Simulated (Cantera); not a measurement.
A closed system holds: 1 mol MgO, 0.05 mol H2S, 4 mol H2O, equilibrated at 1423 K and 0.133 bar.

Equilibrium computed with Cantera from the NASA thermochemical tables; the gas is ideal and each condensed phase is pure. Candidate condensed phases: H2O, H2SO4, Mg, MgO, Mg(OH)2, MgS, MgSO4, S; 26 gas species. The numbers say what is thermodynamically allowed, not how fast it happens.

Base state: H2O 0.952, H2 0.0354, SO2 0.0117, H2S 0.000349, SO 6.45e-5, S2 2.53e-5, SH 1.11e-5 (mole fractions); condensed: MgO(s).

### Question
What changes in the equilibrium state with this change: H2S from 0.05 to 0.53 mol?

### Answer
```tsv
species	before	after
H2O	0.952	0.794
H2	0.0354	0.120
H2S	0.000349	0.0371
S2	2.53e-5	0.0250
SO2	0.0117	0.0224
S2O	1.18e-6	0.000289
SH	1.11e-5	0.000642
SO	6.45e-5	0.000501
MgO(s), mol	1.00	1.00
```
